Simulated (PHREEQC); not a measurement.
1.7 g of hydrous ferric oxide (600 m²/g; 0.2 weak and 0.005 strong sites per Fe, Dzombak-Morel constants, diffuse double layer) in 1 kg of water with 0.005 mol/kgw of an inert sodium salt and 0.00012 mol Na2HAsO4 and 0.00021 mol CuSO4, at 25 °C; the pH is set by adding NaOH or the inert anion's acid. O2 is buffered at 0.21 atm. CO2 from the air is kept out. No solid was allowed to form.

Computed with PHREEQC (ion-association model, wateq4f.dat).

Task: Predict S sorbed (%), surface charge σ (C/m²), surface potential ψ (mV) at pH = 5, 6.5, 7, 8, 8.5.

Result: 
```csv
pH,S sorbed (%),surface charge σ (C/m²),surface potential ψ (mV)
5,99.9,0.076,146
6.5,82.0,0.018,76
7,44.1,0.011,53
8,1.5,0.000,2
8.5,0.2,-0.005,-26
```

The database has no arsenate complexes of Cu. The database's constant for dissolved Cu(OH)2 is higher than later reviews accept. The oxide is taken as insoluble; below pH 4 it would dissolve.
